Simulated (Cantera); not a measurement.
Feed: 1 mol Pb, 2.9 mol H2, held at 6.50 bar.

Cantera equilibrium calculation (NASA polynomials, part measured and part estimated; ideal gas, pure solids and liquids). Candidate condensed phases: Pb; 4 gas species. Kinetics and transport are ignored. All values below are at 800 °C.

Base state: H2 1.000, Pb 1.12e-5 (mole fractions); condensed: Pb(l).

Task: What changes in the equilibrium state with this change: Pb replaced by PbO?

Result: 
```csv
species,before,after
H2,1.000,0.655
H2O,0,0.345
Pb,1.12e-5,1.12e-5
"Pb(l), mol",1.000,1.000
```
Further candidate phases: H2O, PbO, PbO2, Pb3O4.
